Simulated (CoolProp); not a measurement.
Toluene at several states: Z from the reference equation and from simpler models built on Tc = 591.7 K, pc = 41.26 bar, ω = 0.266; each cubic takes its own stable root.

Model: reference Helmholtz-energy equation of state, Lemmon 2006, in CoolProp. It is a short technical equation, of lower accuracy than the large ones.

```
T (K)  p (bar)   phase  reference  van der Waals  Redlich-Kwong  Soave-Redlich-Kwong  Peng-Robinson
-----  -------  ------  ---------  -------------  -------------  -------------------  -------------
539.9     2.77     gas     0.9658         0.9746         0.9696               0.9684         0.9656
533.2     27.6  liquid    0.09746         0.1674         0.1222               0.1157         0.1022
209.4     7.49  liquid    0.04195        0.07268        0.04879              0.04835              ?
272        163  liquid          ?          1.237              ?               0.8355         0.7454
323       13.4  liquid    0.05473        0.09272        0.06281              0.06122        0.05437
```

Problem. Complete the blanks.

Solution. 
- 209.4, Peng-Robinson: 0.04316
- 272, reference: 0.7404
- 272, Redlich-Kwong: 0.8472
